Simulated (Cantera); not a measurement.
**Catalytic combustion on Pt**

An isothermal plug-flow reactor at 1223 K and 51000 Pa (inlet), inlet velocity 1 m/s, active area per volume 140 1/m; feed CH4 : O2 : N2 : H2O = 0.025 : 0.011 : 0.79 : 0.085 (molar parts).

Cantera simulation using Deutschmann's 1995 Pt surface mechanism with GRI-Mech 3.0 gas chemistry; the numbers are that mechanism's predictions, not measurements. Catalytic surfaces can have several steady states; this one follows from the mechanism file's or the stated starting coverage. Mass transfer to the wall is taken as infinitely fast.

```csv
z (m),x CH4,x O2,x H2O,x CO2,x CO,θ free Pt,θ H*,θ CO*,θ C*
0.00096,0.0181,0.00379,0.0995,0.000118,0.00897,0.966,0.00277,0.0150,0.0163
0.0016,0.0139,0.00182,0.0986,0.000178,0.0129,0.954,0.00349,0.0209,0.0211
0.0027,0.00899,0.000535,0.0955,0.000260,0.0175,0.946,0.00428,0.0277,0.0219
0.0044,0.00466,8.37e-5,0.0912,0.000366,0.0215,0.945,0.00494,0.0339,0.0157
0.0074,0.00148,3.22e-6,0.0875,0.000538,0.0244,0.950,0.00541,0.0387,0.00607
0.012,0.000253,2.14e-8,0.0858,0.000794,0.0253,0.953,0.00560,0.0404,0.00113
0.021,7.97e-6,1.32e-12,0.0850,0.00128,0.0250,0.954,0.00566,0.0401,4.84e-5
0.034,5.35e-8,<1e-12,0.0843,0.00197,0.0243,0.955,0.00570,0.0391,1.24e-5
0.057,1.76e-10,<1e-12,0.0832,0.00310,0.0232,0.957,0.00576,0.0374,1.20e-5
0.096,1.57e-10,<1e-12,0.0815,0.00486,0.0215,0.959,0.00585,0.0348,1.17e-5
```
x: gas mole fraction; θ: surface coverage.
